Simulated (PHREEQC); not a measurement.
A solution holds 0.0029 mol NH4Cl, 0.000145 mol Na2HPO4 and 0.000135 mol KCl per kg of water, at 25 °C. Closed to the air; pH follows from the charge balance.

Equilibrium calculation in PHREEQC: ion-association model, phreeqc.dat.

This is a speciation only: nothing precipitates in the calculation.

### Question
Predict the pH.

### Answer
pH 7.47.

### Question
In which forms is N present?

### Answer
NH4+ 98 %, NH3 1.5 % of the N.

Species that the database lacks are ignored.
